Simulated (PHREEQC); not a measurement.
Copper plating or etch bath

A solution holds 0.0052 mol/kgw CuCl2, 0.00028 mol/kgw HNO3 and 0.00026 mol/kgw FeCl3, at 20 °C. Closed to the air; pH follows from the charge balance.

All values are PHREEQC results (ion-association model, wateq4f.dat), not measurements.

Each row changes one thing in this solution. Precipitation was switched off in this run.

| case | pH | ionic strength (mol/kgw) | FeOH+2 (mol/kgw) | Fe(OH)2+ (mol/kgw) | Fe+3 (mol/kgw) | Fe(OH)3 (mol/kgw) | SI of Goethite (FeOOH) | SI of Hematite (Fe2O3) |
|---|---|---|---|---|---|---|---|---|
| as made | 3.29 | 0.0168 | 0.000162 | 5.98e-5 | 2.80e-5 | 1.07e-8 | +5.72 | +13.42 |
| temperature from 20 to 40 °C | 3.25 | 0.0165 | 0.000146 | 0.000101 | 9.02e-6 | 3.77e-8 | +5.78 | +13.63 |
| CuCl2 from 0.0052 to 0.00572 mol/kgw | 3.30 | 0.0183 | 0.000162 | 5.92e-5 | 2.82e-5 | 1.06e-8 | +5.72 | +13.42 |
| CuCl2 replaced by RbCl at the same molality | 3.27 | 0.00651 | 0.000163 | 6.48e-5 | 2.59e-5 | 1.15e-8 | +5.75 | +13.49 |
| diluted 100-fold with water | 5.10 | 0.000167 | 7.57e-8 | 2.49e-6 | 1.35e-10 | 3.19e-8 | +6.19 | +14.37 |

Species that the database lacks are ignored. Some of these states are supersaturated (in Hematite (slow to form), Goethite (slow to form), Fe(OH)3(a), for instance). Away from 25 °C the constants follow the database's enthalpies or fits; those with neither stay at their 25 °C values.
